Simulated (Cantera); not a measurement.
Charge: 1 mol PbO, a varied amount of H2, at 2223.15 K and 0.0230 bar.

Equilibrium computed with Cantera from the NASA thermochemical tables; the gas is ideal and each condensed phase is pure. Candidate condensed phases: H2O, Pb, PbO, PbO2, Pb3O4; 12 gas species. Kinetics and transport are ignored.

log p: log10 of the partial pressure in bar; nothing condenses.

```tsv
n(H2) (mol)	log p H2	log p H	log p Pb	log p H2O	log p OH
100	-1.67	-3.03	-3.65	-3.65	-5.86
200	-1.66	-3.02	-3.95	-3.95	-6.16
300	-1.66	-3.02	[?]	[?]	[?]
400	-1.66	-3.02	-4.25	-4.25	-6.46
500	-1.66	-3.02	-4.35	-4.35	-6.55
600	-1.66	-3.02	[?]	[?]	[?]
700	-1.66	-3.02	-4.49	-4.50	-6.70
800	-1.66	-3.02	-4.55	-4.55	-6.76
```

Some entries are withheld; supply them.


- 600, log p Pb: -4.43
- 600, log p H2O: -4.43
- 600, log p OH: -6.63
- 300, log p Pb: -4.13
- 300, log p H2O: -4.13
- 300, log p OH: -6.33
